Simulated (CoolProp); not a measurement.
Vapour-liquid equilibrium of propane (1) + isopentane (2) at 0.414 MPa; x and y are mole fractions of (1).

Values from CoolProp's multi-fluid Helmholtz-energy mixture model, Lemmon 2009 and Lemmon 2006; pair parameters Kunz 2012.

```json
[
 {"x": "0.05", "bubble temperature (°C)": "65.0", "y at the bubble point": "0.257", "dew temperature at overall composition x (°C)": "74.0", "liquid density (mol/L)": "7.991"},
 {"x": "0.125", "bubble temperature (°C)": "51.6", "y at the bubble point": "0.510", "dew temperature at overall composition x (°C)": "70.9", "liquid density (mol/L)": "8.337"},
 {"x": "0.2", "bubble temperature (°C)": "?", "y at the bubble point": "0.663", "dew temperature at overall composition x (°C)": "67.6", "liquid density (mol/L)": "8.664"},
 {"x": "0.275", "bubble temperature (°C)": "32.9", "y at the bubble point": "0.759", "dew temperature at overall composition x (°C)": "64.2", "liquid density (mol/L)": "8.983"},
 {"x": "0.35", "bubble temperature (°C)": "26.3", "y at the bubble point": "0.823", "dew temperature at overall composition x (°C)": "60.5", "liquid density (mol/L)": "9.301"},
 {"x": "0.425", "bubble temperature (°C)": "20.8", "y at the bubble point": "0.867", "dew temperature at overall composition x (°C)": "56.5", "liquid density (mol/L)": "9.625"},
 {"x": "0.5", "bubble temperature (°C)": "16.1", "y at the bubble point": "0.900", "dew temperature at overall composition x (°C)": "52.2", "liquid density (mol/L)": "9.954"},
 {"x": "0.575", "bubble temperature (°C)": "?", "y at the bubble point": "0.925", "dew temperature at overall composition x (°C)": "?", "liquid density (mol/L)": "10.29"},
 {"x": "0.65", "bubble temperature (°C)": "8.5", "y at the bubble point": "0.944", "dew temperature at overall composition x (°C)": "42.1", "liquid density (mol/L)": "10.63"},
 {"x": "0.725", "bubble temperature (°C)": "5.3", "y at the bubble point": "0.960", "dew temperature at overall composition x (°C)": "36.0", "liquid density (mol/L)": "10.97"},
 {"x": "0.8", "bubble temperature (°C)": "2.4", "y at the bubble point": "0.973", "dew temperature at overall composition x (°C)": "28.8", "liquid density (mol/L)": "?"},
 {"x": "0.875", "bubble temperature (°C)": "-0.3", "y at the bubble point": "0.984", "dew temperature at overall composition x (°C)": "19.7", "liquid density (mol/L)": "11.63"},
 {"x": "0.95", "bubble temperature (°C)": "-2.8", "y at the bubble point": "0.994", "dew temperature at overall composition x (°C)": "7.4", "liquid density (mol/L)": "11.93"}
]
```

### Question
Complete the blanks.

### Answer

- 0.2, bubble temperature (°C): 41.1
- 0.575, bubble temperature (°C): 12.0
- 0.575, dew temperature at overall composition x (°C): 47.5
- 0.8, liquid density (mol/L): 11.31

No azeotrope shows between x = 0.05 and 0.95.

Pair parameters are fitted to limited data, so mixtures are less certain than the pure fluids. The gap from Raoult's law changes sign with composition, which may be real or a fault of the pair parameters; it wasn't checked against measurements.
